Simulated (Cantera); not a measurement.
Input: 1 mol SiH₄, 0.79 mol CH₄, 310 mol H₂, at 975 °C and 0.100 bar.

Cantera equilibrium calculation (NASA polynomials, part measured and part estimated; ideal gas, pure solids and liquids). Candidate condensed phases: C, C₆H₆, C₇H₈, C₈H₁₈, Si, SiC; 87 gas species. Mutual solubility and eutectic melting of coexisting phases are not modelled. Equilibrium is a limit: real reactors are often held back by kinetics, nucleation or transport.

Base state: H₂ 1.000 (mole fractions); condensed: Si(s) + SiC(s).

Problem. What changes in the equilibrium state with this change: SiH₄ replaced by CH₃SiH₃?

Solution. 
| species | before | after |
|---|---|---|
| H₂ | 1.000 | 0.999 |
| CH₄ | 2.49e-6 | 0.00111 |
| Si(s), mol | 0.211 | 0 |
| SiC(s), mol | 0.789 | 1.00 |
| C(graphite), mol | 0 | 0.440 |
The feed counts by its element totals alone.
